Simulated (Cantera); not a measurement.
What does this Cantera script print?

```python
import numpy as np
import cantera as ct

gas_names = """
    C CH CH2 CH3 CH2OH CH3O CH4 CH3OH CO CO2 COOH C2 C2H CHCO,ketyl C2H2,acetylene C2H2,vinylidene
    CH2CO,ketene C2H3,vinyl CH3CO,acetyl C2H4 C2H4O,ethylen CH3CHO,ethanal CH3COOH (HCOOH)2 C2H5 C2H6
    CH3OCH3 C2H5OH C2O C3 C3H3,propargyl C3H4,allene C3H4,propyne C3H4,cyclo- C3H5,allyl C3H6,propylene
    C3H6,cyclo- C3H6O C3H7,n-propyl C3H7,i-propyl C3H8 C3H8O,1propanol C3H8O,2propanol C3O2 C4 C4H2
    C4H4,1,3-cyclo- C4H6,butadiene C4H6,2-butyne C4H6,cyclo- C4H8,1-butene C4H8,cis2-buten
    C4H8,tr2-butene C4H8,isobutene C4H8,cyclo- (CH3COOH)2 C4H9,n-butyl C4H9,i-butyl C4H9,s-butyl
    C4H9,t-butyl C4H10,isobutane C4H10,n-butane C5 C5H6,1,3cyclo- C5H8,cyclo- C5H10,1-pentene
    C5H10,cyclo- C5H11,pentyl C5H11,t-pentyl C5H12,n-pentane C5H12,i-pentane CH3C(CH3)2CH3 C6H2
    C6H5,phenyl C6H5O,phenoxy C6H6 C6H5OH,phenol C6H10,cyclo- C6H12,1-hexene C6H12,cyclo- C6H13,n-hexyl
    C7H7,benzyl C7H8 C7H8O,cresol C7H14,1-heptene C7H15,n-heptyl C7H16,n-heptane C8H8,styrene
    C8H10,ethylbenz C8H16,1-octene C8H17,n-octyl C8H18,isooctane C8H18,n-octane C9H19,n-nonyl
    C10H8,naphthale C10H21,n-decyl C12H9,o-bipheny C12H10,bipheny Ca CaO CaOH CaO2H2 Ca2 H HCO HO2 H2
    HCHO,formaldehy HCOOH H2O H2O2 O OH O2 O3
""".split()
cond_names = """
    C(gr) C6H6(L) C7H8(L) C8H18(L),n-octa Ca(a) Ca(b) Ca(L) CaCO3(caL) CaO(s) CaO(L) CaO2H2(s) H2O(s)
    H2O(L)
""".split()


def load(file, names, dense=False):
    # The tables refer to 1 bar. Condensed volumes are neglected.
    table = {s.name: s for s in ct.Species.list_from_file(file)}
    out = []
    for n in names:
        d = dict(table[n].input_data)
        d["thermo"] = dict(d["thermo"], **{"reference-pressure": 1e5})
        if dense:
            d["equation-of-state"] = {"model": "constant-volume", "density": "1e6 g/cm^3"}
        out.append(ct.Species.from_dict(d))
    return out


gas = ct.Solution(thermo="ideal-gas", species=load("nasa_gas.yaml", gas_names))
cond = {s.name: ct.Solution(thermo="fixed-stoichiometry", species=[s], name=s.name)
        for s in load("nasa_condensed.yaml", cond_names, dense=True)}
atoms = {
    'Ca(OH)2': {'Ca': 1, 'O': 2, 'H': 2},
    'CO2': {'C': 1, 'O': 2},
}
top_T = {'C(gr)': 4500}  # K; cautious upper limits of use, not melting points


def equilibrate(T, P, feed):
    n = {}
    for name, mol in feed.items():
        for a, k in atoms[name].items():
            n[a] = n.get(a, 0.0) + k * mol
    gas.TPX = T, P, n
    mass = sum(n.values()) * gas.mean_molecular_weight
    gas.equilibrate("TP")
    valid = [c for c in cond.values() if c.min_temp <= T <= top_T.get(c.name, c.max_temp)]
    mix = ct.Mixture([(gas, mass / gas.mean_molecular_weight)] + [(c, 0.0) for c in valid])
    mix.T, mix.P = T, P
    mix.equilibrate("TP", solver="vcs", rtol=1e-11, max_steps=5000)
    return mix


results = []
T = 623.15  # K
P = 1333.22  # Pa
for m in [1.1, 1.4, 1.7, 2.1, 2.5, 3.1, 3.8, 4.6, 5.6, 6.9]:
    feed = {'Ca(OH)2': 1, 'CO2': m}  # mol
    mix = equilibrate(T, P, feed)
    results.append((T, P, feed, dict(zip(mix.species_names, mix.species_moles))))

top = {s: max(r[3][s] / sum(r[3][g] for g in gas_names) for r in results) for s in gas_names}
cols = sorted((s for s in top if top[s] > 0.0001), key=lambda s: -top[s])[:7]
seen = [c for c in cond_names if any(r[3].get(c, 0) > 1e-12 for r in results)]
print("log10 of partial pressures in bar; condensed amounts in mol")
print(f"{'n(CO2)':>10s}" + "".join(f"{s[:9]:>10s}" for s in cols + seen))
for T, P, feed, n in results:
    ng = sum(n[g] for g in gas_names)
    print(f"{feed['CO2']:10.4g}" + "".join(f"{np.log10(max(n[s] / ng * P / 1e5, 1e-99)):10.3f}" for s in cols)
          + "".join(f"{n.get(c, 0):10.4g}" for c in seen))
```

It prints:

```
log10 of partial pressures in bar; condensed amounts in mol
    n(CO2)       H2O       CO2 CaCO3(caL
       1.1    -1.916    -2.916         1
       1.4    -2.021    -2.419         1
       1.7    -2.106    -2.260         1
       2.1    -2.197    -2.156         1
       2.5    -2.273    -2.097         1
       3.1    -2.366    -2.044         1
       3.8    -2.455    -2.008         1
       4.6    -2.538    -1.982         1
       5.6    -2.623    -1.961         1
       6.9    -2.714    -1.943         1
```

These are equilibrium values from Cantera (NASA tables, ideal gas, pure condensed phases), not measurements of a reactor.
